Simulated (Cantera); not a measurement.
## SiH2Cl2 + O2 + H2 (silicon oxide and oxynitride deposition)

A closed system holds: 1 mol SiH2Cl2, 6.1 mol O2, 0.84 mol H2, equilibrated at 1273.15 K and 0.0100 bar.

Cantera equilibrium calculation (NASA polynomials, part measured and part estimated; ideal gas, pure solids and liquids). Candidate condensed phases: H2O, Si, SiO2; 30 gas species. The tables hold silica as quartz up to 1696 K and as liquid above; real silica turns to tridymite and cristobalite and melts near 1996 K. The numbers say what is thermodynamically allowed, not how fast it happens.

```
Item                                 Result
--------------------------------  ---------
x(O2)                                 0.620
x(HCl)                                0.254
x(H2O)                                0.118
x(Cl)                               0.00547
x(Cl2)                              0.00317
x(OH)                               3.43e-5
x(ClO)                              1.48e-5
x(HOCl)                             5.02e-6
n(SiO2(β-quartz))                  1.00 mol
gas amount                        7.518 mol
log10 activity of Si(s) (absent)     -25.80
```
